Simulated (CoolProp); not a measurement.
A simple Rankine cycle with R21: condensing at 291.15 K, boiler at 3.06 MPa, turbine inlet 420.2 K, turbine efficiency 0.85, pump efficiency 0.7, no recuperator. Each further row changes one setting.

The numbers come from the reference Helmholtz-energy equation of state, Platzer 1990 in CoolProp. This equation is an older, rougher fit; its heat capacities, sound speeds and derivatives of the liquid may be far off and weren't checked against measurements.

| case | thermal efficiency (%) | net work (kJ/kg) | heat in (kJ/kg) | turbine exit temperature (K) | volume ratio over the turbine |
|---|---|---|---|---|---|
| as stated | 19.8 | 54.4 | 275 | 291.2 | 20.8 |
| turbine inlet 440.2 K | 20.4 | 60.6 | 297 | 294.9 | 19.0 |
| condensing temperature 283.15 K | 21.0 | 59.4 | 283 | 283.1 | 27.3 |
| boiler pressure 2.14 MPa | 18.7 | 54.8 | 293 | 298.0 | 13.0 |
| turbine efficiency 0.75 | 17.3 | 47.7 | 275 | 291.2 | 21.4 |

The expansion ends wet for: as stated; condensing temperature 283.15 K; turbine efficiency 0.75.
